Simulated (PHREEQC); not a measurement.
Synthetic water in mg/kgw, 45 °C, pH 2.94, pe 11.7: Na 1640; K 225; Ca 121; Mg 152; Cl 871; S(6) as SO4 3540; F 2.74; Fe(3) 5.87; Cd 7.25; Mn(2) 3.13; Cu(2) 1.29.

Valence states are taken as typed.

Model: ion-association model, wateq4f.dat, run in PHREEQC.

Precipitation was switched off in this run.

Task: Estimate the ionic strength.

Result: ionic strength 0.114 mol/kgw.

Task: In which forms is Fe present?

Result: FeSO4+ 38 %, FeF+2 26 %, FeF2+ 13 %, FeOH+2 9.5 %, Fe(SO4)2- 8.0 %, Fe(OH)2+ 2.5 % of the Fe.

Examples of supersaturated solids here: Jarosite-K, Hematite (slow to form). Others may be too. Species that the database lacks are ignored. Away from 25 °C the constants follow the database's enthalpies or fits; those with neither stay at their 25 °C values. Fluoro complexes past AlF4- and FeF3 are missing from the database.
